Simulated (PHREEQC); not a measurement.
Solution (37 °C and 100 atm): 0.005 mol ZnSO4, 0.018 mol CuCl2, 0.00026 mol H2SO4 and 5e-05 mol NaCl per kg of water. Closed to the air; pH follows from the charge balance.

Equilibrium calculation in PHREEQC: ion-association model, phreeqc.dat.

### Question
The ionic strength comes out as 0.0630 mol/kgw. What activity coefficients do Zn(SO4)2-2, HSO4-, H+, ZnCl+, Na+ get?

### Answer
Zn(SO4)2-2 0.42, HSO4- 0.81, H+ 0.84, ZnCl+ 0.80, Na+ 0.81.

This is a speciation only: nothing precipitates in the calculation. Complexes and solids missing from the database can't appear. Under pressure, the constants of complexes without a molar volume in the database are unreliable. Constants without temperature data keep their 25 °C values here.
